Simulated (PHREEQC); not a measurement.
Make-up at 25 °C: 0.012 mol PbCl2 per kg of water. It is in equilibrium with CO2 at log p = -1 (atm). Otherwise closed; pH follows from the charge balance.

All values are PHREEQC results (ion-association model, phreeqc.dat), not measurements.

Precipitation was switched off in this run.

**Question.** Predict the pH, ionic strength.

**Answer.** pH 4.07; ionic strength 0.0286 mol/kgw.

**Question.** In which forms is C present?

**Answer.** CO2 97 %, PbHCO3+ 2.1 %, HCO3- 0.6 % of the C.

Species that the database lacks are ignored.
